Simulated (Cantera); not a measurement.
Feed: 1 mol Fe₂O₃, 2.1 mol H₂S, 22 mol N₂, 1.8 mol SO₂, at 1175 K and 53.3 Torr.

Cantera equilibrium calculation (NASA polynomials, part measured and part estimated; ideal gas, pure solids and liquids). Candidate condensed phases: Fe, FeO, Fe(OH)₂, Fe(OH)₃, FeS, FeSO₄, FeS₂, Fe₂O₃, Fe₂(SO₄)₃, Fe₃O₄, H₂O, H₂SO₄, S; 38 gas species. Mutual solubility and eutectic melting of coexisting phases are not modelled. FeS: taken at fixed stoichiometry. Gases not in the tables: S₃ to S₇. Rates play no part.

Base state: N₂ 0.837, H₂O 0.0768, SO₂ 0.0721, S₂ 0.0103, H₂ 0.00178, H₂S 0.00130, S₂O 0.000244, SO 9.65e-5 (mole fractions); condensed: FeS(s) + Fe₃O₄(s).

Problem. What changes in the equilibrium state with this change: temperature from 1175 K to 1498.15 K?

Solution. 
```tsv
species	before	after
N₂	0.837	0.823
H₂O	0.0768	0.0647
SO₂	0.0721	0.0533
S₂	0.0103	0.0428
H₂	0.00178	0.0114
S	1.27e-7	3.09e-5
SH	1.34e-5	0.000355
SO	9.65e-5	0.00173
FeS(s), mol	1.41	0
Fe₃O₄(s), mol	0.196	0
FeO(s), mol	0	1.96
FeS(l), mol	0	0.0388
```
Metal and sulfide melt together well below either melting point, which pure phases cannot show. The tables' stoichiometric FeO is somewhat more stable than real wüstite, so its field is too wide. FeO, FeS: taken at fixed stoichiometry.
